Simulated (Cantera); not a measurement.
## Equilibrium for boron, boron nitride and boron oxide: B₂O₃ + H₂O

Input: 1 mol B₂O₃, 0.13 mol H₂O, held at 13300 Pa.

These are equilibrium values from Cantera (NASA tables, ideal gas, pure condensed phases), not measurements of a reactor. Candidate condensed phases: B, B₂O₃, B₃O₃H₃, H₂O; 23 gas species. Gases not in the tables: H₃BO₃. Rates play no part.

```csv
T (°C),log p H₂O,log p B₂O₃,log p HBO₂,log p BO₂,log p H₂,log p BO,log p (HBO₂)₃,log p O₂,n B₂O₃(l)
1327,-0.94,-3.83,-1.73,-5.33,-3.96,-8.68,-3.85,-4.32,0.990
1377,-0.97,-3.46,-1.58,-4.97,-3.81,-8.12,-3.95,-4.18,0.985
1427,-1.02,-3.11,-1.45,-4.64,-3.68,-7.59,-4.05,-4.06,0.979
1477,-1.07,-2.78,-1.34,-4.33,-3.56,-7.09,-4.18,-3.97,0.970
1527,-1.15,-2.47,-1.24,-4.05,-3.47,-6.61,-4.33,-3.90,0.958
1577,-1.24,-2.17,-1.16,-3.79,-3.39,-6.15,-4.52,-3.86,0.942
1627,-1.38,-1.89,-1.11,-3.55,-3.33,-5.71,-4.76,-3.87,0.917
1677,-1.56,-1.63,-1.09,-3.34,-3.30,-5.27,-5.07,-3.94,0.878
1727,-1.83,-1.39,-1.12,-3.17,-3.30,-4.82,-5.51,-4.14,0.806
1777,-2.30,-1.15,-1.25,-3.08,-3.38,-4.33,-6.24,-4.59,0.616
1827,-3.03,-0.99,-1.55,-3.09,-3.62,-3.82,-7.46,-5.28,0
1877,-3.01,-0.99,-1.56,-2.97,-3.53,-3.63,-7.78,-5.12,0
```
log p: log10 of the partial pressure in bar; n: condensed amount in mol.

From 1327 °C to 1777 °C the condensed part is B₂O₃(l). From 1827 °C to 1877 °C nothing is condensed.
